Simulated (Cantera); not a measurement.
A closed system holds: 1 mol SiC, 2.5 mol N₂O, 22 mol H₂, held at 75.0 Torr.

These are equilibrium values from Cantera (NASA tables, ideal gas, pure condensed phases), not measurements of a reactor. Candidate condensed phases: C, C₆H₆, C₇H₈, C₈H₁₈, H₂O, Si, SiC, SiO₂, Si₂N₂O, Si₃N₄; 151 gas species. Mutual solubility and eutectic melting of coexisting phases are not modelled. The tables hold silica as quartz up to 1696 K and as liquid above; real silica turns to tridymite and cristobalite and melts near 1996 K. The numbers say what is thermodynamically allowed, not how fast it happens.

**Question.** Which condensed phases are stable at each of these points (T (°C)): 702, 752, 802, 852, 902, 952, 1002, 1052, 1102, 1152, 1202, 1252, 1302, 1352?

**Answer.** 
```tsv
T (°C)	condensed phases	Si condensed (%)
702	C(graphite) + SiO₂(β-quartz)	100.0
752	C(graphite) + SiO₂(β-quartz)	100.0
802	C(graphite) + SiO₂(β-quartz)	100.0
852	C(graphite) + SiO₂(β-quartz)	100.0
902	C(graphite) + SiO₂(β-quartz)	100.0
952	SiO₂(β-quartz) + Si₂N₂O(s)	100.0
1002	SiO₂(β-quartz) + Si₂N₂O(s)	100.0
1052	SiO₂(β-quartz) + Si₂N₂O(s)	100.0
1102	SiO₂(β-quartz) + Si₂N₂O(s)	100.0
1152	SiO₂(β-quartz) + Si₂N₂O(s)	100.0
1202	SiO₂(β-quartz) + Si₂N₂O(s)	99.9
1252	SiO₂(β-quartz) + Si₂N₂O(s)	99.5
1302	SiO₂(β-quartz) + Si₂N₂O(s)	98.2
1352	SiO₂(β-quartz) + Si₂N₂O(s)	94.1
```

From 702 °C to 902 °C the condensed part is C(graphite) + SiO₂(β-quartz). From 952 °C to 1352 °C the condensed part is SiO₂(β-quartz) + Si₂N₂O(s).
